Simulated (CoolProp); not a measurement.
Dimethyl carbonate along the isobar 0.576 MPa: density (kg/m³) from the reference equation and from simpler models built on Tc = 557.0 K, pc = 4.909 MPa, ω = 0.346; each cubic takes its own stable root.

The numbers come from the reference Helmholtz-energy equation of state, Zhou 2011 in CoolProp.

| T (K) | phase | reference | ideal gas | van der Waals | Redlich-Kwong | Soave-Redlich-Kwong | Peng-Robinson |
|---|---|---|---|---|---|---|---|
| 443.7 | gas | 15.47 | ___ | 15.01 | 15.30 | 15.47 | 15.57 |
| 456.7 | gas | 14.89 | ___ | 14.52 | 14.76 | 14.89 | 14.98 |
| 469.8 | gas | 14.35 | ___ | 14.05 | 14.26 | 14.36 | 14.44 |
| 482.8 | gas | 13.86 | ___ | 13.62 | 13.79 | 13.87 | 13.95 |
| 495.8 | gas | 13.41 | 12.59 | 13.22 | 13.36 | 13.42 | 13.49 |
| 508.8 | gas | 13.00 | 12.26 | 12.84 | 12.96 | 13.00 | 13.07 |
| 521.9 | gas | 12.61 | 11.96 | 12.48 | 12.58 | 12.61 | 12.67 |
| 534.9 | gas | 12.25 | 11.67 | 12.15 | ___ | 12.25 | 12.31 |
| 547.9 | gas | 11.91 | ___ | 11.83 | 11.90 | 11.91 | 11.97 |
| 560.9 | gas | 11.60 | 11.13 | 11.53 | 11.59 | 11.59 | 11.64 |
| 574 | gas | 11.29 | 10.87 | 11.25 | ___ | 11.29 | 11.34 |
| 587 | gas | 11.01 | 10.63 | 10.98 | 11.02 | 11.00 | 11.05 |
| 600 | gas | 10.75 | 10.40 | 10.72 | 10.75 | ___ | 10.78 |

Question: Some entries are withheld; supply them.

Answer: 
- 443.7, ideal gas: 14.06
- 456.7, ideal gas: 13.66
- 469.8, ideal gas: 13.28
- 482.8, ideal gas: 12.93
- 534.9, Redlich-Kwong: 12.23
- 547.9, ideal gas: 11.39
- 574, Redlich-Kwong: 11.30
- 600, Soave-Redlich-Kwong: 10.73
